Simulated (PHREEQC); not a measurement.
Consider water at 25 °C with 0.022 mol AlCl3, 0.13 mol FeCl2 and 0.00035 mol H3BO3 per kg of water. Closed to the air; pH follows from the charge balance.

All values are PHREEQC results (ion-association model, wateq4f.dat), not measurements.

```tsv
quantity	before	after
pH	3.59	5.47
ionic strength (mol/kgw)	0.497	0.369
Cl- (mol/kgw)	0.314	0.249
Fe+2 (mol/kgw)	0.118	0.119
FeCl+ (mol/kgw)	0.0121	0.0107
FeOH+ (mol/kgw)	5.33e-8	4.29e-6
```

**Question.** What was changed between the two runs?
(A) 0.038 mol/kgw KOH added
(B) temperature from 25 to 40 °C
(C) diluted 10-fold with water
(D) AlCl3 left out

**Answer.** D, AlCl3 left out

This is a speciation only: nothing precipitates in the calculation.
